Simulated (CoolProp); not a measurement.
R410A along the isotherm 205 K: fugacity coefficient from the reference equation and from simpler models built on Tc = 344.5 K, pc = 4.901 MPa, ω = 0.296; each cubic takes its own stable root.

The numbers come from the reference Helmholtz-energy equation of state, Lemmon 2003 in CoolProp. It is a pseudo-pure fit of the blend.

```
p (MPa)   phase  reference
-------  ------  ---------
0.00775     gas     0.9956
0.0159      gas     0.9908
0.0671   liquid     0.5800
0.138    liquid     0.2826
0.283    liquid     0.1384
0.581    liquid    0.06804
1.19     liquid    0.03384
2.45     liquid    0.01708
```

Question: How far does each simpler model (van der Waals, Peng-Robinson) lie from the reference over these 8 states: mean and median of the absolute difference, and the worst?

Answer: 
- van der Waals: mean 439.3 %, median 412.8 %, worst +897.7 % at 205 K and 2.45 MPa
- Peng-Robinson: mean 0.5 %, median 0.5 %, worst +0.9 % at 205 K and 2.45 MPa

At some of these states van der Waals gives the other phase, because its saturation line lies elsewhere.
